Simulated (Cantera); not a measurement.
# Equilibrium for sublimation and decomposition of ceramics: SiO2 + H2

Charge: 1 mol SiO2, 0.012 mol H2.

Method: chemical equilibrium by Gibbs-energy minimisation in Cantera with the NASA 1993 tables (ideal gas, pure condensed phases). Candidate condensed phases: H2O, Si, SiO2; 18 gas species. The tables hold silica as quartz up to 1696 K and as liquid above; real silica turns to tridymite and cristobalite and melts near 1996 K. Rates play no part.

Stable condensed phases:

```
T in K \ P in Pa
               1      10     100    1000   10000  100000 1000000
   2775        A       A       A       A       B       B       B
   2725        A       A       A       A       B       B       B
   2675        A       A       A       A       B       B       B
   2625        A       A       A       A       B       B       B
   2575        A       A       A       A       B       B       B
   2525        A       A       A       B       B       B       B
   2475        A       A       A       B       B       B       B
   2425        A       A       A       B       B       B       B
   2375        A       A       A       B       B       B       B
   2325        A       A       A       B       B       B       B
   2275        A       A       B       B       B       B       B
```

A: gas only; B: SiO2.
